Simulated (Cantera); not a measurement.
Input (Python, Cantera):

```python
import numpy as np
import cantera as ct

gas = ct.Solution("SiF4_NH3_mec.yaml", "gas")
gas.TPX = 1873, 100000, {'NH3': 1, 'H2': 2.8}
reactor = ct.IdealGasConstPressureReactor(gas, energy="off", clone=False)
net = ct.ReactorNet([reactor])
net.rtol, net.atol = 1e-08, 1e-18
show = ['NH3', 'H2', 'N2H4', 'N2H2', 'N2', 'NH2', 'N']
times = np.geomspace(9e-06, 10, 13)

steps = ct.SolutionArray(gas, extra=["t"])
rows = []
print(f"{'t/s':>10s}{'T/K':>9s}{'P/Pa':>11s}" + "".join(f"{s:>11s}" for s in show))
for t in times:
    while net.time < t:
        t_next = net.step()
        steps.append(gas.state, t=t_next)
    rows.append([np.interp(t, steps.t, y) for y in (steps.T, steps.P, *steps(*show).X.T)])
    print(f"{t:10.3e}{rows[-1][0]:9.1f}{rows[-1][1]:11.4g}" + "".join(f"{x:11.3e}" for x in rows[-1][2:]))
rate = np.gradient(steps.T, steps.t)
print("integrator steps:", len(steps.t))
if steps.T.max() > steps.T[0] + 200:
    print(f"time of steepest temperature rise: {steps.t[rate.argmax()]:.4e} s")
gas.TPX = 1873, 100000, {'NH3': 1, 'H2': 2.8}
gas.equilibrate("TP")
print(f"equilibrium (TP): T = {gas.T:.1f} K  " + "  ".join(f"{s} {gas[s].X[0]:.3e}" for s in show))
```

Output:

```
       t/s      T/K       P/Pa        NH3         H2       N2H4       N2H2         N2        NH2          N
 9.000e-06   1873.0      1e+05  2.632e-01  7.368e-01  4.457e-11  1.074e-10  6.832e-12  5.776e-06  2.014e-12
 2.871e-05   1873.0      1e+05  2.631e-01  7.368e-01  4.671e-10  1.400e-09  1.535e-09  1.840e-05  7.374e-11
 9.159e-05   1873.0      1e+05  2.631e-01  7.368e-01  4.699e-09  1.747e-08  2.525e-07  5.809e-05  2.390e-09
 2.922e-04   1873.0      1e+05  2.629e-01  7.367e-01  3.764e-08  1.961e-07  1.579e-05  1.642e-04  5.331e-08
 9.322e-04   1873.0      1e+05  2.622e-01  7.371e-01  8.466e-08  5.297e-07  2.701e-04  2.463e-04  1.776e-07
 2.974e-03   1873.0      1e+05  2.596e-01  7.386e-01  8.471e-08  5.320e-07  1.288e-03  2.464e-04  1.814e-07
 9.487e-03   1873.0      1e+05  2.516e-01  7.434e-01  8.107e-08  5.094e-07  4.448e-03  2.410e-04  1.811e-07
 3.026e-02   1873.0      1e+05  2.284e-01  7.575e-01  7.068e-08  4.454e-07  1.366e-02  2.251e-04  1.798e-07
 9.655e-02   1873.0      1e+05  1.715e-01  7.918e-01  4.688e-08  2.996e-07  3.617e-02  1.833e-04  1.744e-07
 3.080e-01   1873.0      1e+05  8.188e-02  8.459e-01  1.556e-08  1.056e-07  7.169e-02  1.057e-04  1.496e-07
 9.826e-01   1873.0      1e+05  2.013e-02  8.831e-01  1.569e-09  1.200e-08  9.615e-02  3.356e-05  8.070e-08
 3.135e+00   1873.0      1e+05  4.152e-03  8.927e-01  8.371e-11  6.802e-10  1.025e-01  7.754e-06  2.354e-08
 1.000e+01   1873.0      1e+05  1.080e-03  8.946e-01  5.840e-12  4.797e-11  1.037e-01  2.048e-06  6.426e-09
integrator steps: 1096
equilibrium (TP): T = 1873.0 K  NH3 6.851e-06  H2 8.952e-01  N2H4 2.372e-16  N2H2 1.185e-13  N2 1.041e-01  NH2 1.302e-08  N 4.098e-11
```

Model: the gas-phase N/H chemistry of the illustrative SiF4/NH3 mechanism in the Surface Chemkin manual (1991), integrated in Cantera. Walls and surfaces, which speed up NH3 decomposition in real reactors, are not modelled.
